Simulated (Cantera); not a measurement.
A perfectly stirred reactor is fed with CO : H₂ : CH₄ : O₂ : N₂ : CO₂ = 1 : 0.031 : 0.065 : 0.497 : 1.87 : 0.075 (molar parts), equivalence ratio 1.3, at 5.00 bar; it is adiabatic with a 750 K inlet, and is followed from long to short residence time, starting on the burning branch (τ in s: 0.14, 0.042, 0.013, 0.0039, 0.0012, 0.00036, 0.00011, 3.3e-05, 1e-05).

Cantera simulation using GRI-Mech 3.0 (53 species, 325 reactions); the numbers are that mechanism's predictions, not measurements.

x: mole fraction; the columns are a selection and need not sum to one.

```tsv
τ (s)	T (K)	x CO	x H₂	x CH₄	x C₂H₂	x H₂O	x NO	x CH₂
0.14	2586	0.103	0.00288	7.05e-8	4.41e-12	0.0454	0.00317	3.43e-9
0.042	2584	0.104	0.00289	2.29e-7	1.50e-11	0.0453	0.00309	1.11e-8
0.013	2575	0.105	0.00293	6.90e-7	4.92e-11	0.0451	0.00287	3.32e-8
0.0039	2550	0.108	0.00304	1.93e-6	1.45e-10	0.0445	0.00235	8.98e-8
0.0012	2491	0.114	0.00330	4.69e-6	2.94e-10	0.0433	0.00150	1.93e-7
0.00036	2379	___	___	___	4.55e-10	0.0410	___	___
0.00011	2220	0.142	0.00451	2.69e-5	7.42e-10	0.0380	0.000237	5.14e-7
3.3e-5	___	___	0.00514	___	___	0.0346	___	___
1.0e-5	1701	0.202	0.00533	0.000504	9.93e-9	0.0338	2.16e-5	1.43e-6
```

**Question.** Some entries are withheld; supply them.

**Answer.** 
- 0.00036, x CO: 0.126
- 0.00036, x H₂: 0.00382
- 0.00036, x CH₄: 1.10e-5
- 0.00036, x NO: 0.000647
- 0.00036, x CH₂: 3.38e-7
- 3.3e-5, T (K): 2016
- 3.3e-5, x CO: 0.161
- 3.3e-5, x CH₄: 8.04e-5
- 3.3e-5, x C₂H₂: 1.72e-9
- 3.3e-5, x NO: 0.000102
- 3.3e-5, x CH₂: 7.55e-7
